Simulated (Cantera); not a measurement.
Cantera run, input and output.

```python
import numpy as np
import cantera as ct

gas = ct.Solution("gri30.yaml", transport_model="multicomponent")
show = ['N2', 'H2O', 'C2H2']

rows = []
print(f"{'T/K':>7s}{'rho':>11s}{'cp':>10s}{'mu':>11s}{'lambda':>11s}{'Pr':>7s}" + "".join(f"{'D_' + s:>11s}" for s in show))
for T in [400, 500, 600, 700, 800, 900, 1000]:
    gas.TPX = T, 100000, {'CH4': 0.61, 'CH3OH': 0.48}
    Pr = gas.cp_mass * gas.viscosity / gas.thermal_conductivity
    D = [gas.mix_diff_coeffs_mole[gas.species_index(s)] for s in show]
    rows.append([gas.density, gas.cp_mass, gas.viscosity, gas.thermal_conductivity, Pr, *D])
    print(f"{T:7g}{gas.density:11.4e}{gas.cp_mass:10.1f}{gas.viscosity:11.4e}"
          f"{gas.thermal_conductivity:11.4e}{Pr:7.3f}" + "".join(f"{d:11.4e}" for d in D))
print("SI units: kg/m3, J/kg/K, Pa s, W/m/K, m2/s")
```

Result:

```
    T/K        rho        cp         mu     lambda     Pr       D_N2      D_H2O     D_C2H2
    400 6.9422e-01    1962.8 1.3837e-05 3.9583e-02  0.686 3.2047e-05 3.3555e-05 2.5154e-05
    500 5.5538e-01    2262.3 1.6914e-05 5.5264e-02  0.692 4.7764e-05 5.2105e-05 3.8101e-05
    600 4.6282e-01    2562.4 1.9811e-05 7.2763e-02  0.698 6.5795e-05 7.4132e-05 5.3101e-05
    700 3.9670e-01    2835.8 2.2541e-05 9.1114e-02  0.702 8.5968e-05 9.9341e-05 6.9985e-05
    800 3.4711e-01    3073.4 2.5123e-05 1.0961e-01  0.704 1.0815e-04 1.2750e-04 8.8623e-05
    900 3.0854e-01    3284.0 2.7574e-05 1.2816e-01  0.707 1.3224e-04 1.5841e-04 1.0891e-04
   1000 2.7769e-01    3494.4 2.9910e-05 1.4752e-01  0.708 1.5815e-04 1.9192e-04 1.3077e-04
SI units: kg/m3, J/kg/K, Pa s, W/m/K, m2/s
```

Model: GRI-Mech 3.0 (53 species, 325 reactions), integrated in Cantera. Polar gases are described roughly by these parameters.
